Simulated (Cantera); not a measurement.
An adiabatic, constant-volume homogeneous reactor starts with 3.68 % C3H8, 14.2 % O2, 82.1 % N2, at 1550 K and 5.00 bar.

Computed with Cantera and GRI-Mech 3.0 (53 species, 325 reactions). GRI-Mech 3.0 was tuned for natural gas; its chemistry of propane as a main component is partial and can be far from experiment.

Predict: time of steepest temperature rise; temperature at 0.500 s; equilibrium temperature; x(O2) at 0.500 s; x(HCO) at 0.500 s; x(N2O) at 0.500 s; x(H2) at 0.500 s.


| Item | Result |
|---|---|
| time of steepest temperature rise | 22.9 µs |
| temperature at 0.500 s | 2933 K |
| equilibrium temperature | 2933 K |
| x(O2) at 0.500 s | 0.00219 (gas-phase equilibrium 0.00219) |
| x(HCO) at 0.500 s | 3.41e-7 (gas-phase equilibrium 3.41e-7) |
| x(N2O) at 0.500 s | 7.75e-7 (gas-phase equilibrium 7.75e-7) |
| x(H2) at 0.500 s | 0.0245 (gas-phase equilibrium 0.0245) |
